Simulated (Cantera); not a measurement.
# Ammonia decomposition in nitride growth gas

An isothermal, constant-pressure homogeneous reactor starts with 90.1 % NH3, 9.91 % N2, at 1598 K and 10.00 Torr.

Computed with Cantera and the gas-phase N/H chemistry of the illustrative SiF4/NH3 mechanism in the Surface Chemkin manual (1991). Walls and surfaces, which speed up NH3 decomposition in real reactors, are not modelled.

| t (s) | x NH3 | x N2H4 | x NH2 | x H | x N2 | x NH | x N |
|---|---|---|---|---|---|---|---|
| 0.000100 | 0.901 | <1e-12 | 9.81e-8 | 4.86e-9 | 0.0991 | <1e-12 | <1e-12 |
| 0.000330 | 0.901 | <1e-12 | 3.35e-7 | 4.86e-9 | 0.0991 | <1e-12 | <1e-12 |
| 0.00109 | 0.901 | <1e-12 | 1.11e-6 | 4.86e-9 | 0.0991 | 1.35e-11 | <1e-12 |
| 0.00358 | 0.901 | 4.67e-12 | 3.68e-6 | 4.87e-9 | 0.0991 | 2.53e-10 | <1e-12 |
| 0.0118 | 0.901 | 5.49e-11 | 1.21e-5 | 5.02e-9 | 0.0991 | 3.85e-9 | <1e-12 |
| 0.0389 | 0.901 | 6.04e-10 | 3.98e-5 | 7.03e-9 | 0.0991 | 4.02e-8 | 8.51e-12 |
| 0.128 | 0.901 | 5.76e-9 | 0.000123 | 3.44e-8 | 0.0991 | 2.67e-7 | 1.01e-10 |
| 0.423 | 0.898 | 1.44e-8 | 0.000194 | 2.43e-7 | 0.0996 | 5.52e-7 | 9.28e-10 |
| 1.40 | 0.889 | 1.39e-8 | 0.000191 | 9.11e-7 | 0.102 | 6.28e-7 | 3.65e-9 |
| 4.60 | 0.859 | 1.25e-8 | 0.000181 | 2.99e-6 | 0.108 | 7.59e-7 | 1.15e-8 |
| 15.2 | 0.771 | 1.01e-8 | 0.000162 | 9.10e-6 | 0.126 | 8.71e-7 | 2.47e-8 |
| 50.0 | 0.567 | 6.33e-9 | 0.000129 | 2.52e-5 | 0.170 | 8.49e-7 | 3.47e-8 |
x: mole fraction; the columns are a selection and need not sum to one.

Equilibrium at this temperature and pressure: NH3 1.99e-7, N2H4 <1e-12, NH2 2.60e-10, H 0.000391, N2 0.289, NH 1.07e-11, N 2.97e-12 (gas phase only).
